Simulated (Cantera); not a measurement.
What does this Cantera script print?

```python
import numpy as np
import cantera as ct

gas_names = """
    B BH BH2 BH3 BO BO2 B2 B2O B2O2 B2O3 B3O3H3 H HBO HBO2 HO2 H2 H2O H2O2 H3B3O6 O OH O2 O3
""".split()
cond_names = """
    B(b) B(L) B2O3(L) B3O3H3(cr) H2O(s) H2O(L)
""".split()


def load(file, names, dense=False):
    # The tables refer to 1 bar. Condensed volumes are neglected.
    table = {s.name: s for s in ct.Species.list_from_file(file)}
    out = []
    for n in names:
        d = dict(table[n].input_data)
        d["thermo"] = dict(d["thermo"], **{"reference-pressure": 1e5})
        if dense:
            d["equation-of-state"] = {"model": "constant-volume", "density": "1e6 g/cm^3"}
        out.append(ct.Species.from_dict(d))
    return out


gas = ct.Solution(thermo="ideal-gas", species=load("nasa_gas.yaml", gas_names))
cond = {s.name: ct.Solution(thermo="fixed-stoichiometry", species=[s], name=s.name)
        for s in load("nasa_condensed.yaml", cond_names, dense=True)}
atoms = {
    'B2H6': {'B': 2, 'H': 6},
    'H2O': {'H': 2, 'O': 1},
}
top_T = {}  # K; cautious upper limits of use, not melting points


def equilibrate(T, P, feed):
    n = {}
    for name, mol in feed.items():
        for a, k in atoms[name].items():
            n[a] = n.get(a, 0.0) + k * mol
    gas.TPX = T, P, n
    mass = sum(n.values()) * gas.mean_molecular_weight
    gas.equilibrate("TP")
    valid = [c for c in cond.values() if c.min_temp <= T <= top_T.get(c.name, c.max_temp)]
    mix = ct.Mixture([(gas, mass / gas.mean_molecular_weight)] + [(c, 0.0) for c in valid])
    mix.T, mix.P = T, P
    mix.equilibrate("TP", solver="vcs", rtol=1e-11, max_steps=5000)
    return mix


results = []
feed = {'B2H6': 1, 'H2O': 1.4}  # mol
P = 690  # Pa
for T in [875, 1025, 1175, 1325, 1475, 1625, 1775, 1925]:
    mix = equilibrate(T, P, feed)
    results.append((T, P, feed, dict(zip(mix.species_names, mix.species_moles))))

top = {s: max(r[3][s] / sum(r[3][g] for g in gas_names) for r in results) for s in gas_names}
cols = sorted((s for s in top if top[s] > 0.001), key=lambda s: -top[s])[:8]
seen = [c for c in cond_names if any(r[3].get(c, 0) > 1e-12 for r in results)]
print("log10 of partial pressures in bar; condensed amounts in mol")
print(f"{'T/K':>10s}" + "".join(f"{s[:9]:>10s}" for s in cols + seen))
for T, P, feed, n in results:
    ng = sum(n[g] for g in gas_names)
    print(f"{T:10.4g}" + "".join(f"{np.log10(max(n[s] / ng * P / 1e5, 1e-99)):10.3f}" for s in cols)
          + "".join(f"{n.get(c, 0):10.4g}" for c in seen))
```

Output:

```
log10 of partial pressures in bar; condensed amounts in mol
       T/K        H2       HBO      B2O2        BO      B2O3         H      HBO2      B(b)   B2O3(L)
       875    -2.161    -8.691   -13.057   -15.895   -14.462   -11.380   -11.427     1.065    0.4648
      1025    -2.161    -6.854    -9.844   -12.316   -10.968    -9.442    -9.174     1.064    0.4644
      1175    -2.162    -5.501    -7.475    -9.668    -8.399    -7.992    -7.522     1.064    0.4635
      1325    -2.164    -4.466    -5.661    -7.632    -6.436    -6.868    -6.264     1.056    0.4554
      1475    -2.181    -3.657    -4.230    -6.021    -4.890    -5.977    -5.282    0.9913    0.3794
      1625    -2.249    -3.165    -3.345    -4.850    -4.048    -5.276    -4.789    0.6776         0
      1775    -2.258    -3.099    -3.341    -4.246    -4.444    -4.667    -5.086     0.632         0
      1925    -2.268    -3.076    -3.397    -3.768    -4.866    -4.153    -5.397    0.6105         0
```

Cantera equilibrium calculation (NASA polynomials, part measured and part estimated; ideal gas, pure solids and liquids). The feed counts by its element totals alone. Mutual solubility and eutectic melting of coexisting phases are not modelled. The tables' values for BH2 are old estimates; treat these amounts as uncertain.
